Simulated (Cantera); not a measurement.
**N₂O + H₂O (abatement and gas-phase synthesis)**

A closed system holds: 1 mol N₂O, a varied amount of H₂O, equilibrated at 1477 °C and 62.0 mbar.

Method: chemical equilibrium by Gibbs-energy minimisation in Cantera with the NASA 1993 tables (ideal gas, pure condensed phases). Candidate condensed phases: H₂O; 24 gas species. Equilibrium is a limit: real reactors are often held back by kinetics, nucleation or transport.

From 0.54 mol H₂O to 8.9 mol H₂O nothing is condensed.

```
n(H₂O) (mol)  x H₂O    x N₂    x O₂      x NO     x OH      x H₂       x O      x H
------------  -----  ------  ------  --------  -------  --------  --------  -------
0.54          0.264   0.488   0.243   0.00296  0.00171   7.17e-5  0.000148  7.91e-6
0.87          0.366   0.420   0.209   0.00254  0.00193  0.000107  0.000137  9.67e-6
1.4           0.481   0.344   0.171   0.00208  0.00211  0.000156  0.000124  1.17e-5
2.2           0.593   0.269   0.134   0.00163  0.00220  0.000217  0.000110  1.38e-5
3.5           0.698   0.199  0.0989   0.00120  0.00222  0.000297   9.45e-5  1.61e-5
5.6           0.787   0.140  0.0696  0.000848  0.00215  0.000400   7.92e-5  1.87e-5
8.9           0.854  0.0958  0.0475  0.000579  0.00204  0.000525   6.55e-5  2.14e-5
```
x: gas mole fraction; nothing condenses.
